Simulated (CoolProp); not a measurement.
n-perfluorobutane along the isobar 7300 kPa: fugacity coefficient from the reference equation and from simpler models built on Tc = 113.2 °C, pc = 2322 kPa, ω = 0.372; each cubic takes its own stable root.

Computed with CoolProp (reference Helmholtz-energy equation of state, Gao 2022).

| T (°C) | phase | reference |
|---|---|---|
| 0.25 | liquid | 0.02310 |
| 6.15 | liquid | 0.02855 |
| 11.95 | liquid | 0.03475 |
| 17.75 | liquid | 0.04185 |
| 23.65 | liquid | 0.05002 |
| 29.45 | liquid | 0.05905 |
| 35.25 | liquid | 0.06909 |
| 41.15 | liquid | 0.08036 |
| 46.95 | liquid | 0.09250 |
| 52.75 | liquid | 0.1057 |
| 58.55 | liquid | 0.1199 |
| 64.45 | liquid | 0.1355 |
| 70.25 | liquid | 0.1517 |
| 76.05 | liquid | 0.1690 |
| 81.95 | liquid | 0.1875 |
| 87.75 | liquid | 0.2065 |

Task: How far does each simpler model (van der Waals, Soave-Redlich-Kwong, Peng-Robinson) lie from the reference over these 16 states: mean and median of the absolute difference, and the worst?

Result: 
- van der Waals: mean 163.4 %, median 131.1 %, worst +402.2 % at 0.25 °C and 7300 kPa
- Soave-Redlich-Kwong: mean 3.2 %, median 3.2 %, worst +4.2 % at 87.75 °C and 7300 kPa
- Peng-Robinson: mean 3.8 %, median 3.9 %, worst -4.1 % at 23.65 °C and 7300 kPa
